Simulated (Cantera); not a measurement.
What does this Cantera script print?

```python
import numpy as np
import cantera as ct

gas = ct.Solution("gri30.yaml")
gas.TPX = 1823, 120000, {'CH4': 1, 'O2': 4.26, 'N2': 16}
reactor = ct.IdealGasReactor(gas, energy="on", clone=False)
net = ct.ReactorNet([reactor])
net.rtol, net.atol = 1e-08, 1e-16
show = ['CH4', 'O2', 'H2', 'CH2CO', 'NO']
times = np.geomspace(3e-06, 2, 15)

steps = ct.SolutionArray(gas, extra=["t"])
rows = []
print(f"{'t/s':>10s}{'T/K':>9s}{'P/Pa':>11s}" + "".join(f"{s:>11s}" for s in show))
for t in times:
    while net.time < t:
        t_next = net.step()
        steps.append(gas.state, t=t_next)
    rows.append([np.interp(t, steps.t, y) for y in (steps.T, steps.P, *steps(*show).X.T)])
    print(f"{t:10.3e}{rows[-1][0]:9.1f}{rows[-1][1]:11.4g}" + "".join(f"{x:11.3e}" for x in rows[-1][2:]))
rate = np.gradient(steps.T, steps.t)
print("integrator steps:", len(steps.t))
if steps.T.max() > steps.T[0] + 200:
    print(f"time of steepest temperature rise: {steps.t[rate.argmax()]:.4e} s")
gas.TPX = 1823, 120000, {'CH4': 1, 'O2': 4.26, 'N2': 16}
gas.equilibrate("UV")
print(f"equilibrium (UV): T = {gas.T:.1f} K  " + "  ".join(f"{s} {gas[s].X[0]:.3e}" for s in show))
```

Output:

```
       t/s      T/K       P/Pa        CH4         O2         H2      CH2CO         NO
 3.000e-06   1822.9    1.2e+05  4.701e-02  2.004e-01  4.298e-06  1.229e-13  1.737e-12
 7.818e-06   1822.6    1.2e+05  4.694e-02  2.003e-01  1.295e-05  1.903e-11  6.833e-12
 2.038e-05   1822.4    1.2e+05  4.665e-02  2.002e-01  4.979e-05  3.578e-09  3.356e-11
 5.310e-05   1833.9  1.208e+05  4.296e-02  1.977e-01  8.226e-04  3.658e-06  4.753e-10
 1.384e-04   2650.0  1.786e+05  1.090e-17  1.012e-01  4.105e-03  2.791e-19  5.398e-04
 3.607e-04   2731.7  1.831e+05  1.273e-17  1.005e-01  3.101e-03  2.073e-19  3.283e-03
 9.399e-04   2723.7  1.824e+05  1.220e-17  9.784e-02  3.052e-03  1.925e-19  9.069e-03
 2.449e-03   2712.7  1.816e+05  1.149e-17  9.433e-02  2.990e-03  1.737e-19  1.675e-02
 6.384e-03   2707.4  1.812e+05  1.116e-17  9.265e-02  2.961e-03  1.651e-19  2.041e-02
 1.664e-02   2707.1  1.811e+05  1.114e-17  9.255e-02  2.959e-03  1.646e-19  2.063e-02
 4.336e-02   2707.1  1.811e+05  1.114e-17  9.255e-02  2.959e-03  1.646e-19  2.063e-02
 1.130e-01   2707.1  1.811e+05  1.114e-17  9.255e-02  2.959e-03  1.646e-19  2.063e-02
 2.945e-01   2707.1  1.811e+05  1.114e-17  9.255e-02  2.959e-03  1.646e-19  2.063e-02
 7.674e-01   2707.1  1.811e+05  1.114e-17  9.255e-02  2.959e-03  1.646e-19  2.063e-02
 2.000e+00   2707.1  1.811e+05  1.114e-17  9.255e-02  2.959e-03  1.646e-19  2.063e-02
integrator steps: 1618
time of steepest temperature rise: 7.8099e-05 s
equilibrium (UV): T = 2707.1 K  CH4 1.617e-17  O2 9.255e-02  H2 2.959e-03  CH2CO 1.953e-19  NO 2.063e-02
```

Cantera simulation using GRI-Mech 3.0 (53 species, 325 reactions); the numbers are that mechanism's predictions, not measurements.
